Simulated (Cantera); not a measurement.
A perfectly stirred reactor is fed with 35.3 % H2, 13.6 % O2, 51.1 % N2, at 1.01 bar; it is adiabatic with a 500 K inlet, and is followed from long to short residence time, starting on the burning branch (τ in s: 0.037, 0.013, 0.0043, 0.0015, 0.00051, 0.00017, 5.9e-05, 2e-05, 6.9e-06).

Model: GRI-Mech 3.0 (53 species, 325 reactions), integrated in Cantera.

x: mole fraction; the columns are a selection and need not sum to one.

| τ (s) | T (K) | x H2 | x O2 | x O | x NO2 | x HO2 | x NO |
|---|---|---|---|---|---|---|---|
| 0.037 | 2436 | 0.0934 | 0.000377 | 0.000259 | 1.74e-8 | (withheld) | 0.000541 |
| 0.013 | 2413 | 0.0932 | 0.000607 | 0.000405 | 1.46e-8 | (withheld) | 0.000450 |
| 0.0043 | 2364 | 0.0931 | 0.00120 | 0.000798 | 9.82e-9 | (withheld) | 0.000304 |
| 0.0015 | 2281 | 0.0932 | 0.00240 | 0.00163 | 5.46e-9 | (withheld) | 0.000172 |
| 0.00051 | 2149 | 0.0934 | 0.00461 | 0.00320 | 3.01e-9 | (withheld) | 9.22e-5 |
| 0.00017 | 1967 | 0.0932 | 0.00807 | 0.00549 | 2.09e-9 | (withheld) | 5.59e-5 |
| 5.9e-5 | 1756 | 0.0932 | 0.0130 | 0.00773 | 1.50e-9 | (withheld) | 3.27e-5 |
| 2.0e-5 | 1516 | 0.105 | 0.0238 | 0.00865 | 7.71e-10 | (withheld) | 1.29e-5 |
| 6.9e-6 | 500 | 0.353 | 0.136 | <1e-12 | <1e-12 | <1e-12 | <1e-12 |

**Question.** What belongs in the gaps?

**Answer.** 
- 0.037, x HO2: 2.17e-7
- 0.013, x HO2: 3.55e-7
- 0.0043, x HO2: 7.02e-7
- 0.0015, x HO2: 1.37e-6
- 0.00051, x HO2: 2.66e-6
- 0.00017, x HO2: 5.12e-6
- 5.9e-5, x HO2: 9.78e-6
- 2.0e-5, x HO2: 2.24e-5
